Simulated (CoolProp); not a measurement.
Vapour-liquid equilibrium of R134a (1) + R236FA (2) at 0.0726 MPa; x and y are mole fractions of (1).

The numbers come from the multi-fluid Helmholtz-energy mixture model, Tillner-Roth 1994 and Pan 2012; pair parameters Bell 2016 in CoolProp.

Question: Give the bubble temperature and the first vapour's composition at x = 0.2, 0.65, 0.725. Is there an azeotrope?

Answer: x = 0.2: 256.9 K, y = 0.413; x = 0.65: 246.0 K, y = 0.850; x = 0.725: 244.5 K, y = 0.891. No azeotrope shows between x = 0.05 and 0.95.

Pair parameters are fitted to limited data, so mixtures are less certain than the pure fluids.
